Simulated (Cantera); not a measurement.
Ignition delay

Mixture: CO : H₂ : CH₄ : O₂ : N₂ = 1 : 0.12 : 0.45 : 0.811 : 3.05 (molar parts), at 100000 Pa, adiabatic and at constant volume. Ignition delay is the time to a rise of 400 K.

Computed with Cantera and GRI-Mech 3.0 (53 species, 325 reactions).

| T0 (K) | delay (ms) |
|---|---|
| 1175 | 10.1 |
| 1225 | 5.99 |
| 1275 | 3.59 |
| 1325 | 2.19 |
| 1375 | 1.37 |
| 1425 | 0.882 |
| 1475 | 0.586 |

- apparent activation energy between 1375 and 1475 K = 140 kJ/mol
